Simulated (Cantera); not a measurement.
An adiabatic, constant-volume homogeneous reactor starts with CH4 : H2 : O2 : N2 = 1 : 0.55 : 3.99 : 15 (molar parts), equivalence ratio 0.57, at 1448 K and 4.05 atm. Integrator tolerance rtol = 1e-08.

Cantera simulation using GRI-Mech 3.0 (53 species, 325 reactions); the numbers are that mechanism's predictions, not measurements.

### Question
What does this change do: 0.41 parts H2O added?

### Answer
```csv
quantity,before,after
time of steepest temperature rise,78.6 µs,81.9 µs
temperature at 0.800 s,2709 K,2683 K
equilibrium temperature,2709 K,2683 K
x(CH4) at 0.800 s,<1e-12 (gas-phase equilibrium <1e-12),<1e-12 (gas-phase equilibrium <1e-12)
x(H2) at 0.800 s,0.00234 (gas-phase equilibrium 0.00234),0.00244 (gas-phase equilibrium 0.00244)
x(O2) at 0.800 s,0.0738 (gas-phase equilibrium 0.0738),0.0726 (gas-phase equilibrium 0.0726)
x(CH2CO) at 0.800 s,<1e-12 (gas-phase equilibrium <1e-12),<1e-12 (gas-phase equilibrium <1e-12)
x(CH2O) at 0.800 s,4.23e-11 (gas-phase equilibrium 4.23e-11),3.89e-11 (gas-phase equilibrium 3.89e-11)
x(HO2) at 0.800 s,1.92e-5 (gas-phase equilibrium 1.92e-5),1.91e-5 (gas-phase equilibrium 1.91e-5)
x(NO) at 0.800 s,0.0184 (gas-phase equilibrium 0.0184),0.0174 (gas-phase equilibrium 0.0174)
```
